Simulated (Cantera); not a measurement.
## Pyrogenic steam for wet oxidation

An isothermal, constant-pressure homogeneous reactor starts with 31.0 % H2, 39.7 % O2, 29.4 % N2, equivalence ratio 0.39, at 850 K and 600 Torr.

Computed with Cantera and the H2/O2 subset of GRI-Mech 3.0, which has no nitrogen chemistry. Below about 950 K walls govern HO2 and H2O2 in real vessels. The temperature is held fixed by assumption; the heat of reaction is taken as removed at once.

```json
[
 {"t (s)": "2.00e-6", "x H2": "0.310", "x O2": "0.397", "x H2O2": "<1e-12", "x H": "<1e-12", "x HO2": "1.43e-12"},
 {"t (s)": "2.00e-5", "x H2": "0.310", "x O2": "0.397", "x H2O2": "<1e-12", "x H": "2.47e-12", "x HO2": "2.31e-11"},
 {"t (s)": "0.000200", "x H2": "0.310", "x O2": "0.397", "x H2O2": "<1e-12", "x H": "2.68e-12", "x HO2": "2.78e-10"},
 {"t (s)": "0.00200", "x H2": "0.310", "x O2": "0.397", "x H2O2": "6.39e-11", "x H": "2.95e-12", "x HO2": "2.86e-9"},
 {"t (s)": "0.0200", "x H2": "0.310", "x O2": "0.397", "x H2O2": "6.86e-9", "x H": "6.13e-12", "x HO2": "3.20e-8"},
 {"t (s)": "0.200", "x H2": "0.310", "x O2": "0.397", "x H2O2": "1.77e-6", "x H": "1.41e-10", "x HO2": "9.93e-7"},
 {"t (s)": "2.00", "x H2": "0.306", "x O2": "0.395", "x H2O2": "0.000726", "x H": "1.54e-8", "x HO2": "1.71e-5"},
 {"t (s)": "20.0", "x H2": "0.0733", "x O2": "0.312", "x H2O2": "0.00104", "x H": "8.78e-9", "x HO2": "2.26e-5"},
 {"t (s)": "200", "x H2": "0.000133", "x O2": "0.286", "x H2O2": "1.40e-7", "x H": "1.16e-12", "x HO2": "2.65e-7"}
]
```
x: mole fraction; the columns are a selection and need not sum to one.

Equilibrium at this temperature and pressure: H2 <1e-12, O2 0.286, H2O2 5.18e-11, H <1e-12, HO2 1.27e-10 (gas phase only).
